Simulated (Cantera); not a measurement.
What does this Cantera script print?

```python
import numpy as np
import cantera as ct

gas = ct.Solution("gri30.yaml")
gas.TPX = 1100, 45000, {'N2O': 1, 'H2O': 0.16, 'N2': 0.077}
reactor = ct.IdealGasConstPressureReactor(gas, energy="off", clone=False)
net = ct.ReactorNet([reactor])
net.rtol, net.atol = 1e-08, 1e-18
show = ['N2O', 'H2O', 'H2O2', 'NO', 'OH', 'NO2']
times = np.geomspace(0.0009, 50, 11)

steps = ct.SolutionArray(gas, extra=["t"])
rows = []
print(f"{'t/s':>10s}{'T/K':>9s}{'P/Pa':>11s}" + "".join(f"{s:>11s}" for s in show))
for t in times:
    while net.time < t:
        t_next = net.step()
        steps.append(gas.state, t=t_next)
    rows.append([np.interp(t, steps.t, y) for y in (steps.T, steps.P, *steps(*show).X.T)])
    print(f"{t:10.3e}{rows[-1][0]:9.1f}{rows[-1][1]:11.4g}" + "".join(f"{x:11.3e}" for x in rows[-1][2:]))
rate = np.gradient(steps.T, steps.t)
print("integrator steps:", len(steps.t))
if steps.T.max() > steps.T[0] + 200:
    print(f"time of steepest temperature rise: {steps.t[rate.argmax()]:.4e} s")
gas.TPX = 1100, 45000, {'N2O': 1, 'H2O': 0.16, 'N2': 0.077}
gas.equilibrate("TP")
print(f"equilibrium (TP): T = {gas.T:.1f} K  " + "  ".join(f"{s} {gas[s].X[0]:.3e}" for s in show))
```

Result:

```
       t/s      T/K       P/Pa        N2O        H2O       H2O2         NO         OH        NO2
 9.000e-04   1100.0    4.5e+04  8.084e-01  1.293e-01  1.907e-09  2.385e-06  3.089e-06  5.151e-09
 2.684e-03   1100.0    4.5e+04  8.082e-01  1.293e-01  5.506e-08  7.020e-06  5.217e-06  2.237e-07
 8.002e-03   1100.0    4.5e+04  8.079e-01  1.293e-01  1.649e-07  1.866e-05  5.811e-06  3.047e-06
 2.386e-02   1100.0    4.5e+04  8.069e-01  1.293e-01  1.211e-07  4.611e-05  6.632e-06  1.866e-05
 7.114e-02   1100.0    4.5e+04  8.039e-01  1.291e-01  8.858e-08  1.156e-04  7.414e-06  7.557e-05
 2.121e-01   1100.0    4.5e+04  7.951e-01  1.287e-01  6.111e-08  3.399e-04  8.423e-06  2.098e-04
 6.325e-01   1100.0    4.5e+04  7.699e-01  1.276e-01  4.393e-08  1.108e-03  9.863e-06  4.094e-04
 1.886e+00   1100.0    4.5e+04  7.017e-01  1.245e-01  4.017e-08  3.378e-03  1.110e-05  5.786e-04
 5.624e+00   1100.0    4.5e+04  5.438e-01  1.172e-01  3.813e-08  8.610e-03  1.130e-05  6.080e-04
 1.677e+01   1100.0    4.5e+04  2.868e-01  1.053e-01  2.975e-08  1.646e-02  9.935e-06  4.755e-04
 5.000e+01   1100.0    4.5e+04  6.947e-02  9.532e-02  1.425e-08  2.142e-02  6.607e-06  3.087e-04
integrator steps: 1528
equilibrium (TP): T = 1100.0 K  N2O 3.968e-09  H2O 9.211e-02  H2O2 2.995e-10  NO 8.876e-05  OH 8.648e-07  NO2 1.986e-06
```

Computed with Cantera and GRI-Mech 3.0 (53 species, 325 reactions). GRI-Mech 3.0 was tuned for natural gas; its chemistry of N2O as a main component is partial and can be far from experiment. The mechanism lacks the step 2 NO + O2 → 2 NO2, which can matter for NO2 below about 1400 K. The temperature is held fixed by assumption; the heat of reaction is taken as removed at once.
